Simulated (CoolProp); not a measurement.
A simple Rankine cycle with water: condensing at 327.15 K, boiler at 0.407 MPa, turbine inlet 457.4 K, turbine efficiency 0.65, pump efficiency 0.6, no recuperator. Each further row changes one setting.

Values from CoolProp's reference Helmholtz-energy equation of state, Wagner 2002.

```tsv
case	thermal efficiency (%)	net work (kJ/kg)	heat in (kJ/kg)	turbine exit temperature (K)	volume ratio over the turbine
as stated	13.2	343	2600	327.1	18.8
turbine inlet 477.4 K	13.3	351	2640	327.1	18.2
condensing temperature 319.15 K	14.3	376	2630	319.1	27.1
boiler pressure 0.285 MPa	11.9	310	2610	327.1	13.3
turbine efficiency 0.55	11.1	290	2600	327.1	19.3
```

The expansion ends wet for: as stated; turbine inlet 477.4 K; condensing temperature 319.15 K; boiler pressure 0.285 MPa; turbine efficiency 0.55.
